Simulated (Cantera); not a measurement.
A closed system holds: 1 mol B, 1.5 mol H2O, 5.3 mol H2, at 2023 K and 1.00 bar.

Cantera equilibrium calculation (NASA polynomials, part measured and part estimated; ideal gas, pure solids and liquids). Candidate condensed phases: B, B2O3, B3O3H3, H2O; 23 gas species. The numbers say what is thermodynamically allowed, not how fast it happens.

Base state: H2 0.888, HBO 0.0371, HBO2 0.0361, B2O3 0.0272, H2O 0.00518, B2O2 0.00408, H 0.00179, BO 0.00106 (mole fractions); condensed: gas only.

**Question.** What changes in the equilibrium state with this change: B replaced by B2H6?

**Answer.** 
```csv
species,before,after
H2,0.888,0.885
HBO,0.0371,0.0836
B2O2,0.00408,0.0208
HBO2,0.0361,0.00192
B2O3,0.0272,0.00327
B2O,1.74e-7,3.74e-5
BH2,4.96e-6,0.000472
BH3,3.33e-7,3.17e-5
H2O,0.00518,0.000122
"B(s), mol",0,0.550
```
The feed counts by its element totals alone. The tables' values for BH2 are old estimates; treat these amounts as uncertain. Gases not in the tables: B2H6 and higher boranes.

**Question.** What changes in the equilibrium state with this change: temperature from 2023 K to 2298.15 K?

**Answer.** 
```tsv
species	before	after
H2	0.888	0.870
HBO	0.0371	0.0436
HBO2	0.0361	0.0367
H	0.00179	0.00894
B2O3	0.0272	0.0212
B3O3H3	2.68e-5	6.18e-7
OH	1.09e-6	1.65e-5
BO2	9.14e-6	7.29e-5
BO	0.00106	0.00503
H2O	0.00518	0.01000
```
